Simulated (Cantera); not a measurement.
## Reactions in the system Al-Cl-N-O

Cantera with NASA thermochemical tables; ideal gases at 1 bar, condensed phases pure. Values are per mole of reaction as written; species without (g) are pure solids or liquids, kept so even where they would boil at 1 bar.

2 AlCl₃(g) + 2 NO(g) = 6 Cl(g) + N₂O(g) + Al₂O(g)

```tsv
T (K)	ΔH° (kJ)	ΔS° (J/K)	ΔG° (kJ)	log10 K
300	1650.9	413.1	1527.0	-265.86
1498	1673.0	444.0	1007.8	-35.14
1598	1674.3	444.9	963.4	-31.49
1698	1675.7	445.7	918.9	-28.27
1798	1677.0	446.5	874.2	-25.40
1898	1678.2	447.1	829.6	-22.83
1998	1679.5	447.8	784.8	-20.52
2098	1680.7	448.4	740.0	-18.42
2198	1681.8	448.9	695.1	-16.52
2298	1683.0	449.4	650.2	-14.78
2398	1684.1	449.9	605.3	-13.18
```
